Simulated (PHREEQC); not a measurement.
Synthetic water in mg/kgw, 20 °C, pH 7.83, pe -0.4:

| constituent | mg/kgw |
|---|---|
| Na | 23.1 |
| K | 44.2 |
| Ca | 16.7 |
| Mg | 40.9 |
| Cl | 46.5 |
| S(6) as SO4 | 21.4 |
| Alkalinity as HCO3 | 280 |
| B | 0.217 |
| N(-3) as NH4 | 0.215 |

Valence states are taken as typed.

All values are PHREEQC results (ion-association model, phreeqc.dat), not measurements.

This is a speciation only: nothing precipitates in the calculation.

What specific conductance, charge-balance error does the model give?

specific conductance 552 µS/cm; charge-balance error 0.0 %.

In which forms is C present?

HCO3- 95 %, CO2 3.1 %, MgHCO3+ 1.2 % of the C.

Complexes and solids missing from the database can't appear.
